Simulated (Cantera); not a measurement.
Feed: 1 mol Pb, 0.39 mol H2O, 1.8 mol CO, held at 1423.15 K and 1 atm.

Method: chemical equilibrium by Gibbs-energy minimisation in Cantera with the NASA 1993 tables (ideal gas, pure condensed phases). Candidate condensed phases: C, C6H6, C7H8, C8H18, H2O, Pb, PbO, PbO2, Pb3O4; 113 gas species. Kinetics and transport are ignored.

Base state: CO 0.688, CO2 0.125, H2 0.125, H2O 0.0513, Pb 0.0111 (mole fractions); condensed: Pb(l).

Task: What changes in the equilibrium state with this change: temperature from 1423.15 K to 923 K?

Result: 
```
species            before    after
----------------  -------  -------
CO2                 0.125    0.417
CO                  0.688    0.361
H2                  0.125    0.139
H2O                0.0513   0.0786
Pb                 0.0111  2.50e-6
CH4               3.14e-7  0.00456
Pb(l), mol          0.975    1.000
C(graphite), mol        0    0.454
```
